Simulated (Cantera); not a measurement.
Charge: 1 mol AlN, 10 mol H2, 0.26 mol H2O, at 1575 K and 0.0668 Torr.

Cantera equilibrium calculation (NASA polynomials, part measured and part estimated; ideal gas, pure solids and liquids). Candidate condensed phases: Al, AlN, Al2O3, H2O; 35 gas species. Mutual solubility and eutectic melting of coexisting phases are not modelled. The numbers say what is thermodynamically allowed, not how fast it happens.

Base state: H2 0.974, N2 0.0130, Al 0.00733, H 0.00435, Al2O 0.00165, AlH 6.23e-5 (mole fractions); condensed: AlN(s) + Al2O3(s).

Problem. What changes in the equilibrium state with this change: pressure from 0.0668 Torr to 7.50 Torr?

Solution. 
| species | before | after |
|---|---|---|
| H2 | 0.974 | 0.991 |
| N2 | 0.0130 | 0.00838 |
| H | 0.00435 | 0.000414 |
| Al | 0.00733 | 7.68e-6 |
| Al2O | 0.00165 | 8.48e-7 |
| AlH | 6.23e-5 | 6.98e-7 |
| AlN(s), mol | 0.726 | 0.827 |
| Al2O3(s), mol | 0.0809 | 0.0867 |

Problem. What changes in the equilibrium state with this change: temperature from 1575 K to 775 K?

Solution. 
```
species         before    after
-------------  -------  -------
H2               0.974    0.992
N2              0.0130  0.00838
Al             0.00733    <1e-9
H              0.00435    <1e-9
Al2O           0.00165    <1e-9
AlH            6.23e-5    <1e-9
AlN(s), mol      0.726    0.827
Al2O3(s), mol   0.0809   0.0867
```

Problem. What changes in the equilibrium state with this change: H2O from 0.26 to 0.94 mol?

Solution. 
```
species         before     after
-------------  -------  --------
H2               0.974     0.959
N2              0.0130    0.0306
Al             0.00733   0.00479
Al2O           0.00165  0.000936
AlH            6.23e-5   4.04e-5
H              0.00435   0.00431
AlN(s), mol      0.726     0.304
Al2O3(s), mol   0.0809     0.310
```
